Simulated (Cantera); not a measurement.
A perfectly stirred reactor is fed with H2 : O2 : N2 : H2O = 1 : 0.658 : 4.41 : 0.93 (molar parts), equivalence ratio 0.76, at 495 Torr; it is adiabatic with a 800 K inlet, and is followed from long to short residence time, starting on the burning branch (τ in s: 0.049, 0.029, 0.017, 0.0096, 0.0056, 0.0032, 0.0019, 0.0011, 0.00063, 0.00037, 0.00021, 0.00012, 7.2e-05).

Cantera simulation using GRI-Mech 3.0 (53 species, 325 reactions); the numbers are that mechanism's predictions, not measurements.

x: mole fraction; the columns are a selection and need not sum to one.

```csv
τ (s),T (K),x H2,x O2,x H2O,x HO2,x O,x NO,x N2O
0.049,1795,0.00148,0.0243,0.294,2.09e-6,(withheld),1.13e-5,1.87e-7
0.029,1788,0.00203,0.0245,0.293,2.77e-6,(withheld),9.97e-6,1.83e-7
0.017,1779,0.00280,0.0247,0.291,3.67e-6,(withheld),8.83e-6,1.71e-7
0.0096,1765,0.00391,0.0251,0.290,4.89e-6,(withheld),7.95e-6,1.54e-7
0.0056,1748,0.00527,0.0256,0.287,6.28e-6,(withheld),7.48e-6,1.38e-7
0.0032,1725,0.00706,0.0263,0.284,7.99e-6,(withheld),7.34e-6,1.21e-7
0.0019,1696,0.00906,0.0272,0.281,9.81e-6,(withheld),7.44e-6,1.07e-7
0.0011,1660,0.0115,0.0284,0.276,1.20e-5,(withheld),7.58e-6,9.47e-8
0.00063,1614,0.0143,0.0299,0.271,1.45e-5,(withheld),7.53e-6,8.35e-8
0.00037,1563,0.0173,0.0317,0.266,1.72e-5,(withheld),7.12e-6,7.39e-8
0.00021,1499,0.0211,0.0341,0.259,2.08e-5,(withheld),6.15e-6,6.41e-8
0.00012,1427,0.0260,0.0373,0.250,2.55e-5,0.00473,4.70e-6,5.39e-8
7.2e-5,1350,0.0334,0.0419,0.240,3.19e-5,0.00474,3.06e-6,4.24e-8
```

Fill in the missing entries.


- 0.049, x O: 0.000251
- 0.029, x O: 0.000348
- 0.017, x O: 0.000486
- 0.0096, x O: 0.000690
- 0.0056, x O: 0.000952
- 0.0032, x O: 0.00131
- 0.0019, x O: 0.00174
- 0.0011, x O: 0.00228
- 0.00063, x O: 0.00293
- 0.00037, x O: 0.00359
- 0.00021, x O: 0.00426
